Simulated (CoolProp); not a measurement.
Values from CoolProp's reference Helmholtz-energy equation of state, Thol 2019.

Question: Give the vapour pressure (MPa), vapour Z, surface tension (mN/m), liquid viscosity (µPa s) of saturated n-hexane at 101.35, 110.25 °C.

Answer: 
```csv
T (°C),p (MPa),vapour Z,surface tension (mN/m),liquid viscosity (µPa s)
101.35,0.255,0.908,10.2,153
110.25,0.318,0.892,9.40,142
```

Viscosity comes from a separate model (Michailidou 2013). Surface tension comes from a separate correlation (Mulero 2012).
